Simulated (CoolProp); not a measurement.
Vapour-liquid equilibrium of n-hexane (1) + o-xylene (2) at 112.25 °C; x and y are mole fractions of (1).

Computed with CoolProp (multi-fluid Helmholtz-energy mixture model, Thol 2019 and Zhou 2012; pair parameters Bell 2016).

| x | bubble pressure (MPa) | y at the bubble point | dew pressure at overall composition x (MPa) | liquid density (mol/L) |
|---|---|---|---|---|
| 0.05 | 0.05704 | 0.330 | 0.04172 | 7.496 |
| 0.2 | 0.1059 | 0.685 | 0.04875 | 7.378 |
| 0.35 | 0.1510 | 0.812 | 0.05860 | 7.252 |
| 0.5 | 0.1933 | 0.881 | 0.07333 | 7.117 |
| 0.65 | 0.2342 | 0.926 | 0.09773 | 6.972 |
| 0.8 | 0.2752 | 0.961 | 0.1451 | 6.815 |
| 0.95 | 0.3184 | 0.991 | 0.2616 | 6.644 |

No azeotrope shows between x = 0.05 and 0.95.

Pair parameters are fitted to limited data, so mixtures are less certain than the pure fluids.
